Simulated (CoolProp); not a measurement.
R1234yf along the isotherm 225 K: density (kg/m³) from the reference equation and from simpler models built on Tc = 367.8 K, pc = 33.84 bar, ω = 0.276; each cubic takes its own stable root.

Model: reference Helmholtz-energy equation of state, Lemmon 2022, in CoolProp.

```
p (bar)   phase  reference
-------  ------  ---------
0.535    liquid       1314
0.807    liquid       1314
1.22     liquid       1314
1.84     liquid       1314
2.77     liquid       1315
4.18     liquid       1315
6.31     liquid       1315
9.52     liquid       1316
14.4     liquid       1317
21.7     liquid       1319
32.7     liquid       1322
49.3     liquid       1325
74.4     liquid       1331
112      liquid       1339
169      liquid       1350
```

Task: How far does each simpler model (van der Waals, Peng-Robinson) lie from the reference over these 15 states: mean and median of the absolute difference, and the worst?

Result: 
- van der Waals: mean 59.9 %, median 41.1 %, worst -99.7 % at 225 K and 0.535 bar
- Peng-Robinson: mean 1.0 %, median 0.9 %, worst +1.3 % at 225 K and 169 bar

At some of these states van der Waals gives the other phase, because its saturation line lies elsewhere.
